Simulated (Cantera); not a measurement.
A Cantera script and its output.

```python
import numpy as np
import cantera as ct

gas = ct.Solution("gri30.yaml")
gas.TPX = 1450, 420000, {'CH4': 1, 'H2': 0.23, 'O2': 1.41, 'N2': 5.3}
reactor = ct.IdealGasReactor(gas, energy="on", clone=False)
net = ct.ReactorNet([reactor])
net.rtol, net.atol = 1e-08, 1e-16
show = ['CH4', 'H2', 'O2', 'C2H', 'C2H2']
times = np.geomspace(5e-06, 0.1, 16)

steps = ct.SolutionArray(gas, extra=["t"])
rows = []
print(f"{'t/s':>10s}{'T/K':>9s}{'P/Pa':>11s}" + "".join(f"{s:>11s}" for s in show))
for t in times:
    while net.time < t:
        t_next = net.step()
        steps.append(gas.state, t=t_next)
    rows.append([np.interp(t, steps.t, y) for y in (steps.T, steps.P, *steps(*show).X.T)])
    print(f"{t:10.3e}{rows[-1][0]:9.1f}{rows[-1][1]:11.4g}" + "".join(f"{x:11.3e}" for x in rows[-1][2:]))
rate = np.gradient(steps.T, steps.t)
print("integrator steps:", len(steps.t))
if steps.T.max() > steps.T[0] + 200:
    print(f"time of steepest temperature rise: {steps.t[rate.argmax()]:.4e} s")
gas.TPX = 1450, 420000, {'CH4': 1, 'H2': 0.23, 'O2': 1.41, 'N2': 5.3}
gas.equilibrate("UV")
print(f"equilibrium (UV): T = {gas.T:.1f} K  " + "  ".join(f"{s} {gas[s].X[0]:.3e}" for s in show))
```

Result:

```
       t/s      T/K       P/Pa        CH4         H2         O2        C2H       C2H2
 5.000e-06   1450.0    4.2e+05  1.259e-01  2.897e-02  1.776e-01  3.409e-24  8.976e-16
 9.676e-06   1450.0    4.2e+05  1.259e-01  2.897e-02  1.776e-01  1.880e-22  2.170e-14
 1.873e-05   1450.0    4.2e+05  1.259e-01  2.896e-02  1.776e-01  1.980e-20  7.796e-13
 3.624e-05   1450.2  4.201e+05  1.258e-01  2.893e-02  1.775e-01  7.376e-18  7.120e-11
 7.013e-05   1454.0  4.211e+05  1.250e-01  2.877e-02  1.771e-01  3.448e-15  1.081e-08
 1.357e-04   1473.4  4.266e+05  1.219e-01  2.853e-02  1.750e-01  3.322e-13  4.811e-07
 2.627e-04   3015.9  9.548e+05  1.009e-11  7.610e-02  1.341e-03  1.556e-15  4.189e-14
 5.083e-04   3014.2  9.539e+05  1.275e-11  7.752e-02  1.084e-03  1.799e-15  5.321e-14
 9.837e-04   3014.0  9.539e+05  1.277e-11  7.754e-02  1.081e-03  1.800e-15  5.327e-14
 1.904e-03   3014.0  9.539e+05  1.277e-11  7.754e-02  1.081e-03  1.800e-15  5.327e-14
 3.684e-03   3014.0  9.539e+05  1.277e-11  7.754e-02  1.081e-03  1.800e-15  5.327e-14
 7.129e-03   3014.0  9.539e+05  1.277e-11  7.754e-02  1.081e-03  1.800e-15  5.327e-14
 1.380e-02   3014.0  9.539e+05  1.277e-11  7.754e-02  1.081e-03  1.800e-15  5.327e-14
 2.670e-02   3014.0  9.539e+05  1.277e-11  7.754e-02  1.081e-03  1.800e-15  5.327e-14
 5.167e-02   3014.0  9.539e+05  1.277e-11  7.754e-02  1.081e-03  1.800e-15  5.327e-14
 1.000e-01   3014.0  9.539e+05  1.277e-11  7.754e-02  1.081e-03  1.800e-15  5.327e-14
integrator steps: 1997
time of steepest temperature rise: 2.5433e-04 s
equilibrium (UV): T = 3014.0 K  CH4 1.480e-11  H2 7.754e-02  O2 1.081e-03  C2H 1.927e-15  C2H2 5.704e-14
```

Model: GRI-Mech 3.0 (53 species, 325 reactions), integrated in Cantera. Above 3000 K some thermodynamic fits are extrapolated.
